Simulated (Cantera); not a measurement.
Input: 1 mol KCl, 5.9 mol H2, 0.32 mol N2, equilibrated at 6.30 Pa.

Cantera equilibrium calculation (NASA polynomials, part measured and part estimated; ideal gas, pure solids and liquids). Candidate condensed phases: K, KCl, NH4Cl; 17 gas species. Rates play no part.

x: gas mole fraction; n: condensed amount in mol.

```
T (K)   x H2     x KCl    x N2  x K2Cl2       x K     x HCl       x H  n KCl(s)
-----  -----  --------  ------  -------  --------  --------  --------  --------
723    0.948  0.000121  0.0514  1.39e-5   3.60e-8   3.60e-8  1.04e-11     0.999
823    0.938   0.00906  0.0509  0.00186   2.61e-6   2.61e-6  8.95e-10     0.920
923    0.829         …  0.0450        …         …         …         …         0
1023   0.819     0.134  0.0444  0.00215  0.000196  0.000196   4.72e-7         0
1123   0.817     0.137  0.0443        …         …         …         …         0
1223   0.816     0.137  0.0443  6.69e-5   0.00149   0.00149   3.42e-5         0
1323   0.814     0.135  0.0442  1.69e-5   0.00323   0.00323  0.000180         0
```

### Question
Some entries are withheld; supply them.

### Answer

- 1123, x K2Cl2: 0.000331
- 1123, x K: 0.000595
- 1123, x HCl: 0.000595
- 1123, x H: 4.85e-6
- 923, x KCl: 0.111
- 923, x K2Cl2: 0.0150
- 923, x K: 4.67e-5
- 923, x HCl: 4.67e-5
- 923, x H: 2.81e-8
